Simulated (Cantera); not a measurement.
Feed: 1 mol Al2O3, 3.2 mol H2, held at 2573.15 K and 18000 Pa.

Cantera equilibrium calculation (NASA polynomials, part measured and part estimated; ideal gas, pure solids and liquids). Candidate condensed phases: Al, Al2O3, H2O; 19 gas species. The tables' values for AlOH are old estimates; treat these amounts as uncertain. Kinetics and transport are ignored.

### Question
What is the equilibrium state?

### Answer
```
Item                                  Value
--------------------------------  ---------
x(H2)                                 0.906
x(H)                                 0.0771
x(H2O)                               0.0101
x(Al)                               0.00369
x(Al2O)                             0.00203
x(AlOH)                            0.000712
x(OH)                              0.000192
x(AlO)                             0.000164
x(AlH)                             0.000157
n(Al2O3(l))                       0.985 mol
gas amount                        3.351 mol
log10 activity of Al(l) (absent)      -2.70
```
